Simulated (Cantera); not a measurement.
A freely propagating, adiabatic, planar premixed flame of 16.0 % H2, 12.5 % O2, 53.8 % N2, 17.6 % H2O, equivalence ratio 0.64, unburnt at 425 K and 1.01 bar; multicomponent transport, grid criteria slope 0.08 and curve 0.16, no radiation.

Model: the H2/O2 subset of GRI-Mech 3.0, which has no nitrogen chemistry, integrated in Cantera. Burning velocities carry a grid error of a few per cent, more on coarse grids. Lean hydrogen flames are cellular in practice and burn faster than this planar one.

x: mole fraction of selected species; z is measured from the peak of heat release.

| z (mm) | T (K) | u (m/s) | x H2 | x O2 | x H2O | x H2O2 | x OH | x H |
|---|---|---|---|---|---|---|---|---|
| -1.79 | 425 | 0.457 | 0.157 | 0.126 | 0.177 | 3.29e-8 | <1e-8 | <1e-8 |
| -1.19 | 428 | 0.456 | 0.149 | 0.127 | 0.179 | 6.56e-7 | <1e-8 | <1e-8 |
| -0.893 | 435 | 0.459 | 0.139 | 0.128 | 0.182 | 2.74e-6 | <1e-8 | <1e-8 |
| -0.595 | ? | 0.488 | 0.117 | 0.129 | 0.191 | 1.79e-5 | <1e-8 | <1e-8 |
| -0.298 | ? | 0.697 | 0.0740 | 0.120 | 0.228 | 9.07e-5 | 8.36e-6 | 7.00e-6 |
| -0.149 | ? | 0.951 | 0.0476 | 0.103 | 0.267 | 6.65e-5 | 0.000193 | 0.000297 |
| 0 | ? | 1.20 | 0.0243 | 0.0803 | 0.309 | 1.34e-5 | 0.000947 | 0.00133 |
| 0.149 | 1368 | 1.36 | 0.0108 | 0.0646 | 0.335 | 4.72e-6 | 0.00219 | 0.00168 |
| 0.298 | 1449 | 1.44 | 0.00543 | 0.0579 | 0.346 | 3.09e-6 | 0.00279 | 0.00120 |
| 0.595 | 1515 | 1.50 | 0.00218 | 0.0542 | 0.354 | 1.61e-6 | 0.00247 | 0.000423 |
| 1.19 | 1548 | 1.53 | 0.000669 | 0.0530 | 0.358 | 6.94e-7 | 0.00150 | 7.29e-5 |
| 2.38 | 1558 | 1.54 | 0.000157 | 0.0529 | 0.359 | 2.58e-7 | 0.000765 | 8.65e-6 |
| 4.76 | 1561 | 1.54 | 3.74e-5 | 0.0529 | 0.360 | 9.30e-8 | 0.000401 | 1.11e-6 |

**Question.** Some entries are withheld; supply them.

**Answer.** 
- -0.595, T (K): 473
- -0.298, T (K): 696
- -0.149, T (K): 957
- 0, T (K): 1212
